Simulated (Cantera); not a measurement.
Feed: 1 mol H2O, 0.0045 mol SO2, 1.2 mol O2, equilibrated at 45.0 Pa.

Method: chemical equilibrium by Gibbs-energy minimisation in Cantera with the NASA 1993 tables (ideal gas, pure condensed phases). Candidate condensed phases: H2O, H2SO4, S; 34 gas species. Ions and electrons are included (thermal ionisation). The numbers say what is thermodynamically allowed, not how fast it happens.

x: gas mole fraction; nothing condenses.

```
T (°C)    x O    x H      x O2      x OH      x H2       x S      x e-
------  -----  -----  --------  --------  --------  --------  --------
2727    0.611  0.366    0.0131   0.00659   0.00242  0.000712   3.22e-8
2977    0.626  0.368   0.00282   0.00169  0.000593  0.000805   1.74e-7
3227    0.629  0.369  0.000732  0.000514  0.000176  0.000824   7.23e-7
3477    0.629  0.369         …         …         …  0.000827         …
3727    0.630  0.369   8.05e-5   7.33e-5   2.42e-5  0.000824   7.50e-6
3977    0.630  0.369   3.24e-5   3.28e-5   1.07e-5  0.000814   2.01e-5
4227    0.630  0.369         …         …         …  0.000793         …
4477    0.630  0.369   6.98e-6   8.41e-6   2.67e-6  0.000756  0.000110
4727    0.630  0.369   3.64e-6   4.71e-6   1.48e-6  0.000699  0.000233
```

Task: Fill in the missing entries.

Result: 
- 4227, x O2: 1.44e-5
- 4227, x OH: 1.60e-5
- 4227, x H2: 5.14e-6
- 4227, x e-: 4.89e-5
- 3477, x O2: 0.000226
- 3477, x OH: 0.000182
- 3477, x H2: 6.11e-5
- 3477, x e-: 2.50e-6
